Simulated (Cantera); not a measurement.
# Cr₂O₃ + H₂ + N₂ (hydrogen reduction and annealing atmospheres)

Feed: 1 mol Cr₂O₃, 180 mol H₂, a varied amount of N₂, equilibrated at 1498.15 K and 750 Torr.

Cantera equilibrium calculation (NASA polynomials, part measured and part estimated; ideal gas, pure solids and liquids). Candidate condensed phases: Cr, CrN, Cr₂N, Cr₂O₃, H₂O; 29 gas species. Mutual solubility and eutectic melting of coexisting phases are not modelled. Equilibrium is a limit: real reactors are often held back by kinetics, nucleation or transport.

| n(N₂) (mol) | x H₂ | x N₂ | x H₂O | x NH₃ | x H | x Cr | n Cr(s) | n Cr₂O₃(s) | n Cr₂N(s) |
|---|---|---|---|---|---|---|---|---|---|
| 0.43 | 0.996 | 0.00238 | 0.00122 | 3.02e-6 | 1.72e-5 | 5.41e-7 | 0.147 | 0.927 | 0 |
| 0.67 | 0.995 | 0.00371 | 0.00122 | 3.76e-6 | 1.72e-5 | 5.41e-7 | 0.147 | 0.927 | 0 |
| 1.1 | 0.993 | 0.00607 | 0.00122 | 4.80e-6 | 1.72e-5 | 5.41e-7 | 0.147 | 0.927 | 0 |
| 1.7 | 0.989 | 0.00935 | 0.00121 | 5.93e-6 | 1.71e-5 | 5.41e-7 | 0.147 | 0.927 | 0 |
| 2.6 | 0.985 | 0.0142 | 0.00121 | 7.26e-6 | 1.71e-5 | 5.41e-7 | 0.147 | 0.927 | 0 |
| 4.1 | 0.977 | 0.0223 | 0.00120 | 8.97e-6 | 1.70e-5 | 5.41e-7 | 0.147 | 0.927 | 0 |
| 6.4 | 0.964 | 0.0343 | 0.00118 | 1.09e-5 | 1.69e-5 | 5.41e-7 | 0.147 | 0.927 | 0 |
| 10 | 0.946 | 0.0524 | 0.00117 | 1.31e-5 | 1.67e-5 | 5.32e-7 | 0 | 0.926 | 0.0743 |
| 16 | 0.917 | 0.0814 | 0.00122 | 1.56e-5 | 1.65e-5 | 4.76e-7 | 0 | 0.920 | 0.0799 |
| 25 | 0.877 | 0.122 | 0.00125 | 1.78e-5 | 1.61e-5 | 4.31e-7 | 0 | 0.915 | 0.0854 |
| 39 | 0.821 | 0.178 | 0.00125 | 1.95e-5 | 1.56e-5 | 3.92e-7 | 0 | 0.909 | 0.0910 |
| 62 | 0.743 | 0.256 | 0.00120 | 2.02e-5 | 1.48e-5 | 3.58e-7 | 0 | 0.903 | 0.0967 |
x: gas mole fraction; n: condensed amount in mol.

From 0.43 mol N₂ to 6.4 mol N₂ the condensed part is Cr(s) + Cr₂O₃(s). From 10 mol N₂ to 62 mol N₂ the condensed part is Cr₂N(s) + Cr₂O₃(s). The main Cr-bearing gas is Cr throughout.
